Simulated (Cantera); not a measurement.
Mixture: C3H8 : O2 : N2 = 1 : 5.75 : 21.6 (molar parts), at 54000 Pa, adiabatic and at constant volume. Ignition delay is the time to a rise of 400 K.

Cantera simulation using GRI-Mech 3.0 (53 species, 325 reactions); the numbers are that mechanism's predictions, not measurements. GRI-Mech 3.0 was tuned for natural gas; its chemistry of propane as a main component is partial and can be far from experiment.

Problem. Predict: delay at 1048 K; delay at 1198 K; delay at 1348 K; delay at 1498 K; apparent activation energy between 1423 and 1573 K.

Solution. 
| Item | Result |
|---|---|
| delay at 1048 K | 0.257 s |
| delay at 1198 K | 7.90 ms |
| delay at 1348 K | 0.580 ms |
| delay at 1498 K | 0.105 ms |
| apparent activation energy between 1423 and 1573 K | 170 kJ/mol |
